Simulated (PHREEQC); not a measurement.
Dissolve 0.0035 mol/kgw HF and 0.00016 mol/kgw KF at 48 °C. Closed to the air; pH follows from the charge balance.

The numbers come from PHREEQC with the ion-association model, wateq4f.dat.

No solid was allowed to form.

Question: Order these F species by the share of F that they hold, largest first: HF2-, H2F2, HF, F-.

Answer: HF (67 %), F- (31 %), HF2- (0.67 %), H2F2 (0.37 %)

The pH is 3.02 and the ionic strength 0.00116 mol/kgw. Complexes and solids missing from the database can't appear. At this temperature some constants are extrapolated from 25 °C, and those without enthalpy data are left unchanged.
